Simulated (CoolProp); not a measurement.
Ethylene at 293.15 K and 4.51 MPa is compressed adiabatically to 22.8 MPa with isentropic efficiency 0.8. Each further row changes one setting.

Computed with CoolProp (reference Helmholtz-energy equation of state, Smukala 2000).

```csv
case,work (kJ/kg),final temperature (K),final density (kg/m³)
as stated,143,418.4,229
efficiency 1,114,408.7,239
efficiency 0.65,175,429.8,217
```
